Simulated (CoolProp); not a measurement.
1,2-dichloroethane along the isobar 9450 kPa: Z from the reference equation and from simpler models built on Tc = 288.4 °C, pc = 5226 kPa, ω = 0.269; each cubic takes its own stable root.

The numbers come from the reference Helmholtz-energy equation of state, Thol 2015 in CoolProp.

| T (°C) | phase | reference |
|---|---|---|
| 51.85 | liquid | 0.2844 |
| 76.85 | liquid | 0.2722 |
| 101.85 | liquid | 0.2625 |
| 126.85 | liquid | 0.2549 |
| 151.85 | liquid | 0.2494 |
| 176.85 | liquid | 0.2459 |
| 201.85 | liquid | 0.2444 |
| 226.85 | liquid | 0.2453 |

Question: How far does each simpler model (van der Waals, Soave-Redlich-Kwong, Peng-Robinson) lie from the reference over these 8 states: mean and median of the absolute difference, and the worst?

Answer: 
- van der Waals: mean 65.3 %, median 65.7 %, worst +70.1 % at 51.85 °C and 9450 kPa
- Soave-Redlich-Kwong: mean 14.2 %, median 13.9 %, worst +16.0 % at 226.85 °C and 9450 kPa
- Peng-Robinson: mean 1.3 %, median 1.0 %, worst +3.0 % at 226.85 °C and 9450 kPa
